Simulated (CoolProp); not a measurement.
The fluid at 558.07 K and 1.05 MPa is throttled through a valve to 0.437 MPa with no heat exchange. The same conditions are run with several fluids, on thermodynamics alone (safety and materials aside).

Computed with CoolProp (reference Helmholtz-energy equation of state of each fluid (methanol: de Reuck 1993; n-pentane: Thol 2019; propane: Lemmon 2009; n-hexane: Thol 2019; ethane: Bücker 2006)).

```csv
fluid,temperature change (K),final density (kg/m³)
methanol,___,3.08
n-pentane,-3.0,7.01
propane,-1.8,___
n-hexane,___,8.49
ethane,___,___
```

### Question
Complete the blanks.

### Answer

- methanol, temperature change (K): -4.5
- propane, final density (kg/m³): 4.20
- n-hexane, temperature change (K): -3.8
- ethane, temperature change (K): -1.3
- ethane, final density (kg/m³): 2.85
